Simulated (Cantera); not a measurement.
**C6H6 + H2 + CH4 (carbon deposition, reforming and gasification)**

Feed: 1 mol C6H6, 7.1 mol H2, 0.98 mol CH4, at 14.0 bar.

Equilibrium computed with Cantera from the NASA thermochemical tables; the gas is ideal and each condensed phase is pure. Candidate condensed phases: C, C6H6, C7H8, C8H18; 76 gas species. Rates play no part.

```csv
T (K),x H2,x CH4,x C2H2 (acetylene),x H,x CH3,x C2H4,x C2H6,x C4H2,n C(graphite)
848,0.283,0.717,2.50e-12,2.70e-12,1.04e-10,2.85e-7,6.71e-5,<1e-12,1.94
998,0.565,0.435,6.10e-10,4.32e-10,5.75e-9,2.61e-6,5.82e-5,<1e-12,3.32
1148,0.791,0.209,2.94e-8,1.70e-8,8.39e-8,9.28e-6,3.03e-5,<1e-12,4.90
1298,0.908,0.0920,5.07e-7,2.73e-7,5.43e-7,1.90e-5,1.26e-5,<1e-12,5.96
1448,0.957,0.0428,4.55e-6,2.41e-6,2.17e-6,2.98e-5,5.25e-6,8.22e-12,6.48
1598,0.978,0.0220,2.63e-5,1.41e-5,6.45e-6,4.09e-5,2.42e-6,2.74e-10,6.72
1748,0.987,0.0125,0.000111,6.07e-5,1.57e-5,5.22e-5,1.25e-6,4.95e-9,6.83
1898,0.992,0.00778,0.000373,0.000208,3.27e-5,6.37e-5,7.09e-7,5.59e-8,6.88
2048,0.993,0.00517,0.00104,0.000596,6.11e-5,7.50e-5,4.36e-7,4.40e-7,6.89
2198,0.992,0.00364,0.00251,0.00148,0.000104,8.61e-5,2.85e-7,2.60e-6,6.87
2348,0.988,0.00267,0.00540,0.00328,0.000165,9.65e-5,1.96e-7,1.21e-5,6.81
2498,0.980,0.00203,0.0105,0.00660,0.000245,0.000106,1.39e-7,4.66e-5,6.69
```
x: gas mole fraction; n: condensed amount in mol.

From 848 K to 2498 K the condensed part is C(graphite). The main C-bearing gas is CH4 at 848 K and C2H2 (acetylene) at 2498 K. The share of C in condensed phases is highest at 2048 K (98.7 %) and lowest at 848 K (27.8 %).
